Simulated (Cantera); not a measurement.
Thermodynamics of silicon epitaxy and polysilicon growth, feed SiH2Cl2 + N2

Feed: 1 mol SiH2Cl2, a varied amount of N2, equilibrated at 1525 K and 1.10 bar.

Method: chemical equilibrium by Gibbs-energy minimisation in Cantera with the NASA 1993 tables (ideal gas, pure condensed phases). Candidate condensed phases: NH4Cl, Si, Si3N4; 28 gas species. The tables' values for SiCl3 are old estimates; treat these amounts as uncertain. Kinetics and transport are ignored.

```json
[
 {"n(N2) (mol)": "31", "log p N2": "0.02", "log p HCl": "-1.33", "log p H2": "-1.98", "log p SiCl4": "-2.44", "log p SiCl2": "-2.91", "log p SiCl3": "-2.91", "log p SiHCl3": "-4.05", "log p Cl": "-5.06", "n Si3N4(s)": "0.273"},
 {"n(N2) (mol)": "38", "log p N2": "0.02", "log p HCl": "-1.40", "log p H2": "-2.09", "log p SiCl4": "-2.56", "log p SiCl2": "-2.96", "log p SiCl3": "-3.00", "log p SiHCl3": "-4.19", "log p Cl": "-5.08", "n Si3N4(s)": "0.275"},
 {"n(N2) (mol)": "46", "log p N2": "0.02", "log p HCl": "-1.48", "log p H2": "-2.18", "log p SiCl4": "-2.67", "log p SiCl2": "-3.02", "log p SiCl3": "-3.08", "log p SiHCl3": "-4.32", "log p Cl": "-5.11", "n Si3N4(s)": "0.276"},
 {"n(N2) (mol)": "56", "log p N2": "0.03", "log p HCl": "-1.56", "log p H2": "-2.28", "log p SiCl4": "-2.78", "log p SiCl2": "-3.08", "log p SiCl3": "-3.16", "log p SiHCl3": "-4.45", "log p Cl": "-5.14", "n Si3N4(s)": "0.277"},
 {"n(N2) (mol)": "67", "log p N2": "0.03", "log p HCl": "-1.63", "log p H2": "-2.37", "log p SiCl4": "-2.88", "log p SiCl2": "-3.13", "log p SiCl3": "-3.24", "log p SiHCl3": "-4.57", "log p Cl": "-5.16", "n Si3N4(s)": "0.278"},
 {"n(N2) (mol)": "81", "log p N2": "0.03", "log p HCl": "-1.70", "log p H2": "-2.47", "log p SiCl4": "-2.99", "log p SiCl2": "-3.19", "log p SiCl3": "-3.33", "log p SiHCl3": "-4.71", "log p Cl": "-5.19", "n Si3N4(s)": "0.279"},
 {"n(N2) (mol)": "98", "log p N2": "0.03", "log p HCl": "-1.78", "log p H2": "-2.56", "log p SiCl4": "-3.11", "log p SiCl2": "-3.24", "log p SiCl3": "-3.41", "log p SiHCl3": "-4.84", "log p Cl": "-5.22", "n Si3N4(s)": "0.281"},
 {"n(N2) (mol)": "120", "log p N2": "0.03", "log p HCl": "-1.86", "log p H2": "-2.67", "log p SiCl4": "-3.23", "log p SiCl2": "-3.30", "log p SiCl3": "-3.50", "log p SiHCl3": "-4.98", "log p Cl": "-5.25", "n Si3N4(s)": "0.282"},
 {"n(N2) (mol)": "140", "log p N2": "0.04", "log p HCl": "-1.92", "log p H2": "-2.74", "log p SiCl4": "-3.32", "log p SiCl2": "-3.35", "log p SiCl3": "-3.57", "log p SiHCl3": "-5.09", "log p Cl": "-5.27", "n Si3N4(s)": "0.282"}
]
```
log p: log10 of the partial pressure in bar; n: condensed amount in mol.

From 31 mol N2 to 140 mol N2 the condensed part is Si3N4(s). The main Si-bearing gas is SiCl4 throughout. The share of Si in condensed phases is highest at 140 mol N2 (84.7 %) and lowest at 31 mol N2 (81.9 %).
